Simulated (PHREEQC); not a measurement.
A solution holds 0.02 mol/kgw Li2CO3, 0.00036 mol/kgw MnCl2 and 0.12 mol/kgw KBr, at 25 °C. Closed to the air; pH follows from the charge balance.

All values are PHREEQC results (ion-association model, wateq4f.dat), not measurements.

Precipitation was switched off in this run.

Question: What pH, ionic strength does the model give?

Answer: pH 11.04; ionic strength 0.178 mol/kgw.

Question: In which forms is C present?

Answer: CO3-2 91 %, HCO3- 7.6 %, MnCO3 1.8 % of the C.

Examples of supersaturated solids here: Rhodochrosite, Pyrochroite. Others may be too.
